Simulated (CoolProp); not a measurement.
The numbers come from the reference Helmholtz-energy equation of state, Lemmon 2006 in CoolProp. It is a short technical equation, of lower accuracy than the large ones.

Q: Give the vapour pressure (MPa), liquid density (kg/m³), enthalpy of vaporisation (kJ/kg), liquid cp (kJ/(kg K)) of saturated carbonyl sulfide at 224.6, 248.7 K.

A: 
```tsv
T (K)	p (MPa)	liquid density (kg/m³)	enthalpy of vaporisation (kJ/kg)	liquid cp (kJ/(kg K))
224.6	0.109	1170	308	1.18
248.7	0.291	1120	291	1.22
```
